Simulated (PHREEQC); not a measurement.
**Acid mine or pickling water: speciation**

Synthetic water in mg/kgw, 19 °C, pH 2.45, pe 10.4:

| constituent | mg/kgw |
|---|---|
| Na | 1500 |
| K | 154 |
| Ca | 219 |
| Mg | 194 |
| Cl | 918 |
| S(6) as SO4 | 3690 |
| Mn(2) | 0.606 |
| Cu(2) | 15.1 |
| N(5) as NO3 | 2.07 |
| Sr | 7.45 |

Valence states are taken as typed.

All values are PHREEQC results (ion-association model, phreeqc.dat), not measurements.

No solid was allowed to form.

**Question.** Estimate the ionic strength.

**Answer.** ionic strength 0.121 mol/kgw.

**Question.** In which forms is K present?

**Answer.** K+ 95 %, KSO4- 5.4 % of the K.

Species that the database lacks are ignored.
